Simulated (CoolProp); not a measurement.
Saturation properties of n-perfluorohexane (Tc = 448.0 K, pc = 1.742 MPa, ω = 0.497).

Values from CoolProp's reference Helmholtz-energy equation of state, Gao 2022.

```json
[
 {"T (K)": "204.5", "p (MPa)": "3.741e-5", "enthalpy of vaporisation (kJ/kg)": "116.5", "vapour Z": "0.9999"},
 {"T (K)": "209.1", "p (MPa)": "6.212e-5", "enthalpy of vaporisation (kJ/kg)": "115.3", "vapour Z": "0.9998"},
 {"T (K)": "213.6", "p (MPa)": "9.940e-5", "enthalpy of vaporisation (kJ/kg)": "114.2", "vapour Z": "0.9998"},
 {"T (K)": "218.2", "p (MPa)": "0.0001568", "enthalpy of vaporisation (kJ/kg)": "113.0", "vapour Z": "0.9996"},
 {"T (K)": "222.7", "p (MPa)": "0.0002395", "enthalpy of vaporisation (kJ/kg)": "111.8", "vapour Z": "0.9995"},
 {"T (K)": "227.3", "p (MPa)": "0.0003614", "enthalpy of vaporisation (kJ/kg)": "110.7", "vapour Z": "0.9993"},
 {"T (K)": "231.8", "p (MPa)": "0.0005299", "enthalpy of vaporisation (kJ/kg)": "109.6", "vapour Z": "0.9990"},
 {"T (K)": "236.4", "p (MPa)": "0.0007690", "enthalpy of vaporisation (kJ/kg)": "108.4", "vapour Z": "0.9986"},
 {"T (K)": "240.9", "p (MPa)": "0.001088", "enthalpy of vaporisation (kJ/kg)": "107.3", "vapour Z": "0.9982"},
 {"T (K)": "245.5", "p (MPa)": "0.001526", "enthalpy of vaporisation (kJ/kg)": "106.2", "vapour Z": "0.9976"},
 {"T (K)": "250", "p (MPa)": "0.002093", "enthalpy of vaporisation (kJ/kg)": "105.1", "vapour Z": "0.9969"},
 {"T (K)": "254.6", "p (MPa)": "0.002848", "enthalpy of vaporisation (kJ/kg)": "103.9", "vapour Z": "0.9960"},
 {"T (K)": "259.1", "p (MPa)": "0.003799", "enthalpy of vaporisation (kJ/kg)": "102.8", "vapour Z": "0.9949"},
 {"T (K)": "263.7", "p (MPa)": "0.005035", "enthalpy of vaporisation (kJ/kg)": "101.7", "vapour Z": "0.9937"}
]
```

It boils at 330.3 K under 1 atm.
